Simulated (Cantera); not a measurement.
A perfectly stirred reactor is fed with 1.66 % H2, 97.4 % O2, 0.974 % H2O, equivalence ratio 0.0085, at 0.0263 atm; it is held at 1348 K, and followed from long to short residence time.

Computed with Cantera and GRI-Mech 3.0 (53 species, 325 reactions). Radical loss at walls, strong at low pressure, is not modelled.

x: mole fraction; the columns are a selection and need not sum to one.

```tsv
τ (s)	x H2	x O2	x H2O	x H	x O
18	___	0.973	0.0263	2.01e-6	0.000210
4.7	___	0.973	0.0262	7.59e-6	0.000510
1.2	___	0.972	0.0261	2.83e-5	0.00123
0.32	___	0.970	0.0258	9.40e-5	0.00272
0.084	___	0.967	0.0253	0.000269	0.00545
0.022	___	0.963	0.0247	0.000581	0.00886
0.0057	___	0.961	0.0238	0.000904	0.0110
0.0015	___	0.961	0.0220	0.00112	0.0105
0.00039	___	0.965	0.0178	0.000969	0.00690
```

Task: Fill in the missing entries.

Result: 
- 18, x H2: 6.00e-6
- 4.7, x H2: 1.39e-5
- 1.2, x H2: 3.20e-5
- 0.32, x H2: 6.99e-5
- 0.084, x H2: 0.000149
- 0.022, x H2: 0.000317
- 0.0057, x H2: 0.000766
- 0.0015, x H2: 0.00216
- 0.00039, x H2: 0.00644
